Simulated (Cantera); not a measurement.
What does this Cantera script print?

```python
import numpy as np
import cantera as ct

gas_names = """
    Ca CaCL CaCL2 Ca2 CL CL2 H HCL H2 N NH NH2 NH3 N2 N2H2 N2H4
""".split()
cond_names = """
    Ca(a) Ca(b) Ca(L) CaCL2(s) CaCL2(L) NH4CL(a) NH4CL(b)
""".split()


# ... load() reads the species with a 1 bar reference pressure and builds the phases ...
atoms = {
    'CaCl2': {'Ca': 1, 'CL': 2},
    'H2': {'H': 2},
    'N2': {'N': 2},
}
top_T = {}  # K; cautious upper limits of use, not melting points


# ... equilibrate(T, P, feed) seeds the gas with the atoms and calls Mixture.equilibrate('TP', solver="vcs", rtol=1e-11, max_steps=5000) ...
results = []
feed = {'CaCl2': 1, 'H2': 5.5, 'N2': 18}  # mol
P = 10  # Pa
for T in [1825, 1875, 1925, 1975, 2025, 2075, 2125]:
    mix = equilibrate(T, P, feed)
    results.append((T, P, feed, dict(zip(mix.species_names, mix.species_moles))))
    x = sorted(zip(gas.X, gas.species_names), reverse=True)
    print(f"T = {T:g} K  P = {P:g} Pa  gas = {mix.phase_moles(0):.4g} mol")
    print("   x: " + "  ".join(f"{s} {v:.3e}" for v, s in x if v > 1e-05))
    print("   condensed (mol): " + ("  ".join(f"{mix.phase(i).name} {mix.phase_moles(i):.4g}"
          for i in range(1, mix.n_phases) if mix.phase_moles(i) > 1e-12) or "none"))
```

Result:

```
T = 1825 K  P = 10 Pa  gas = 24.9 mol
   x: N2 7.228e-01  H2 2.054e-01  CaCL2 3.222e-02  H 1.996e-02  HCL 1.089e-02  CaCL 4.168e-03  Ca 3.763e-03  CL 8.067e-04
   condensed (mol): none
T = 1875 K  P = 10 Pa  gas = 25.07 mol
   x: N2 7.180e-01  H2 1.981e-01  CaCL2 3.000e-02  H 2.918e-02  HCL 1.336e-02  Ca 4.965e-03  CaCL 4.925e-03  CL 1.490e-03
   condensed (mol): none
T = 1925 K  P = 10 Pa  gas = 25.29 mol
   x: N2 7.116e-01  H2 1.887e-01  H 4.153e-02  CaCL2 2.740e-02  HCL 1.595e-02  Ca 6.444e-03  CaCL 5.697e-03  CL 2.639e-03
   condensed (mol): none
T = 1975 K  P = 10 Pa  gas = 25.59 mol
   x: N2 7.035e-01  H2 1.770e-01  H 5.756e-02  CaCL2 2.441e-02  HCL 1.843e-02  Ca 8.236e-03  CaCL 6.437e-03  CL 4.479e-03
   condensed (mol): none
T = 2025 K  P = 10 Pa  gas = 25.96 mol
   x: N2 6.933e-01  H2 1.627e-01  H 7.764e-02  CaCL2 2.106e-02  HCL 2.055e-02  Ca 1.037e-02  CL 7.278e-03  CaCL 7.083e-03
   condensed (mol): none
T = 2075 K  P = 10 Pa  gas = 26.43 mol
   x: N2 6.809e-01  H2 1.462e-01  H 1.018e-01  HCL 2.197e-02  CaCL2 1.742e-02  Ca 1.286e-02  CL 1.130e-02  CaCL 7.551e-03
   condensed (mol): none
T = 2125 K  P = 10 Pa  gas = 27 mol
   x: N2 6.666e-01  H 1.297e-01  H2 1.276e-01  HCL 2.238e-02  CL 1.669e-02  Ca 1.566e-02  CaCL2 1.363e-02  CaCL 7.739e-03
   condensed (mol): none
```

Equilibrium computed with Cantera from the NASA thermochemical tables; the gas is ideal and each condensed phase is pure.
